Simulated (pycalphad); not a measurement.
Computed with pycalphad from the COST 507 light-alloy database (1999), at 1 atm. The database dates from 1999; later assessments differ in places, in temperatures and in the compounds included. Amounts are mole fractions of atoms.

Question: Give the equilibrium state of Al-1.406Si-3.798C (wt.%) at 677 °C.

Answer: liquid, fraction 0.811, with 1.1 Si, <0.01 C wt.%; AL4C3, fraction 0.123, with 0.04 Si, 25.0 C wt.%; AL8SIC7, fraction 0.066, with 8.6 Si, 25.6 C wt.%.

Question: Give the equilibrium state of Al-1.406Si-3.798C (wt.%) at 1327 °C.

Answer: 
```
T = 1600.00 K, P = 101325 Pa, N = 1 mol of atoms
G = -90411 J/mol, H = 40843 J/mol, S = 82.03 J/(mol K)  (SER reference)
chemical potentials (J/mol): Al -91895, Si -127711, C -68009
phase             fraction      x(Al)      x(Si)       x(C)
LIQUID              0.8106     0.9838     0.0158   0.000417
AL4C3               0.1894     0.5707    0.00068     0.4286
```

Database names, with the compositions (at.%) that they take in these runs: AL4C3: Al 57 C 43; AL8SIC7: Al 50 C 44 Si 6.
